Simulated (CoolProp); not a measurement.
Model: reference Helmholtz-energy equation of state, McLinden 2015, in CoolProp.

Question: For the fluoroketone C6F12O (FK-5-1-12), give the phase and the density (kg/m³), cv (kJ/(kg K)), Joule-Thomson coefficient (K/MPa), isothermal compressibility (1/MPa) at 399.3 K and 0.901 MPa.

Answer: 
- 399.3 K and 0.901 MPa: liquid; density 1220, cv 0.981, Joule-Thomson coefficient 0.621, isothermal compressibility 0.0268
